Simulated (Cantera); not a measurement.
A freely propagating, adiabatic, planar premixed flame of H₂ : O₂ : N₂ : H₂O = 1 : 0.538 : 2.02 : 0.19 (molar parts), equivalence ratio 0.93, unburnt at 673 K and 2.17 atm; mixture-averaged transport, grid criteria slope 0.08 and curve 0.16, no radiation.

Model: the H2/O2 subset of GRI-Mech 3.0, which has no nitrogen chemistry, integrated in Cantera. The hydrogen kinetics of GRI-Mech 3.0 are dated; newer H2 mechanisms differ, most at raised pressure. Burning velocities carry a grid error of a few per cent, more on coarse grids.

Question: What does this change do: O2 0.538 to 0.68 parts?

Answer: 
```
quantity                    before     after
------------------------  --------  --------
laminar burning velocity  796 cm/s  794 cm/s
thermal thickness         0.170 mm  0.152 mm
peak x(H₂O₂)               3.19e-5   3.89e-5
peak x(H)                   0.0364    0.0302
peak x(HO₂)               0.000581  0.000664
```

Question: What does this change do: N2 2.02 to 2.5 parts?

Answer: 
```json
[
 {"quantity": "laminar burning velocity", "before": "796 cm/s", "after": "635 cm/s"},
 {"quantity": "thermal thickness", "before": "0.170 mm", "after": "0.182 mm"},
 {"quantity": "peak x(H₂O₂)", "before": "3.19e-5", "after": "3.00e-5"},
 {"quantity": "peak x(H)", "before": "0.0364", "after": "0.0284"},
 {"quantity": "peak x(HO₂)", "before": "0.000581", "after": "0.000499"}
]
```
